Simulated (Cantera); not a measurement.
A freely propagating, adiabatic, planar premixed flame of CO : H₂ : CH₄ : O₂ : N₂ = 1 : 0.3 : 0.11 : 0.669 : 2.52 (molar parts), equivalence ratio 1.3, unburnt at 625 K and 4.93 atm; multicomponent transport, grid criteria slope 0.08 and curve 0.16, no radiation.

Detailed kinetics in Cantera: GRI-Mech 3.0 (53 species, 325 reactions). Burning velocities carry a grid error of a few per cent, more on coarse grids.

Question: Predict: laminar burning velocity; thermal thickness; peak x(C₂H₆); peak x(H); peak x(C₂H₄).

Answer: 
* **laminar burning velocity**: 231 cm/s
* **thermal thickness**: 0.0684 mm
* **peak x(C₂H₆)**: 3.13e-5
* **peak x(H)**: 0.0128
* **peak x(C₂H₄)**: 1.21e-5
